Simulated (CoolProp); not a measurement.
Model: reference Helmholtz-energy equation of state, Younglove 1994, in CoolProp. It is a modified Benedict-Webb-Rubin equation, recast in Helmholtz form.

Q: For R123, give the phase and the cv (kJ/(kg K)), viscosity (µPa s), conductivity (mW/(m K)) at 188.65 °C and 0.226 MPa; 188.65 °C and 1.17 MPa.

A: 
- 188.65 °C and 0.226 MPa: gas; cv 0.785, viscosity 16.2, conductivity 18.7
- 188.65 °C and 1.17 MPa: gas; cv 0.801, viscosity 16.4, conductivity 19.7

Viscosity comes from a separate model (Tanaka 1996). Thermal conductivity comes from a separate model (Laesecke 1996).
